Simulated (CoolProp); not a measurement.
Vapour-liquid equilibrium of R125 (1) + propylene (2) at 5.84 bar; x and y are mole fractions of (1).

Computed with CoolProp (multi-fluid Helmholtz-energy mixture model, Lemmon 2005 and Lemmon 2013; pair parameters Bell 2016).

Question: Give the bubble temperature and the first vapour's composition at x = 0.35, 0.65, 0.8. Is there an azeotrope?

Answer: x = 0.35: -9.4 °C, y = 0.435; x = 0.65: -10.0 °C, y = 0.611; x = 0.8: -8.9 °C, y = 0.726. y crosses x between x = 0.5 and 0.65: the model has an azeotrope there.

Pair parameters are fitted to limited data, so mixtures are less certain than the pure fluids.
